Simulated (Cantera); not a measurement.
**Ignition delay**

Mixture: 14.5 % CH₄, 0.493 % C₂H₆, 17.1 % O₂, 46.1 % N₂, 21.8 % H₂O, equivalence ratio 1.8, at 5.00 bar, adiabatic and at constant volume. Ignition delay is the time to a rise of 400 K.

Computed with Cantera and GRI-Mech 3.0 (53 species, 325 reactions).

```csv
T0 (K),delay (ms)
1050,23.3
1150,7.82
1250,2.95
1350,1.13
1450,0.424
1550,0.161
1650,0.0641
1750,0.0280
1850,0.0137
```

- apparent activation energy between 1650 and 1850 K: 200 kJ/mol
